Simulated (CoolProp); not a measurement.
The fluid at 298.15 K and 7.55 MPa is throttled through a valve to 4.22 MPa with no heat exchange. The same conditions are run with several fluids, on thermodynamics alone (safety and materials aside).

Model: reference Helmholtz-energy equation of state of each fluid (hydrogen chloride: Thol 2018; R113: Marx 1992; R125: Lemmon 2005; R1336mzz(Z): McLinden 2020; sulfur hexafluoride: Guder 2009), in CoolProp.

| fluid | temperature change (K) | final phase | final density (kg/m³) |
|---|---|---|---|
| hydrogen chloride | -5.1 | two-phase, vapour fraction 0.031 | 680 |
| R113 | +1.3 | liquid | 1570 |
| R125 | -0.4 | liquid | 1230 |
| R1336mzz(Z) | +1.0 | liquid | 1380 |
| sulfur hexafluoride | -1.3 | liquid | 1420 |
